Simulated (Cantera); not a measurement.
A closed system holds: 1 mol FeS, 1.3 mol H2S, 0.17 mol O2, equilibrated at 1373.15 K and 0.0100 bar.

Method: chemical equilibrium by Gibbs-energy minimisation in Cantera with the NASA 1993 tables (ideal gas, pure condensed phases). Candidate condensed phases: Fe, FeO, Fe(OH)2, Fe(OH)3, FeS, FeSO4, FeS2, Fe2O3, Fe2(SO4)3, Fe3O4, H2O, H2SO4, S; 22 gas species. FeS: taken at fixed stoichiometry. Equilibrium is a limit: real reactors are often held back by kinetics, nucleation or transport.

**Question.** What is the equilibrium state?

**Answer.** 
```
Property                                   Value
-------------------------------------  ---------
x(H2)                                      0.384
x(S2)                                      0.282
x(H2O)                                     0.185
x(H2S)                                     0.145
x(SH)                                    0.00308
x(SO2)                                  0.000944
x(SO)                                   0.000248
x(S2O)                                  0.000194
x(S)                                     4.34e-5
n(FeS(s))                               1.00 mol
gas amount                             1.819 mol
log10 activity of Fe(γ) (absent)           -1.58
log10 activity of S(l) (absent)            -2.34
log10 activity of Fe(OH)2(s) (absent)      -9.64
```
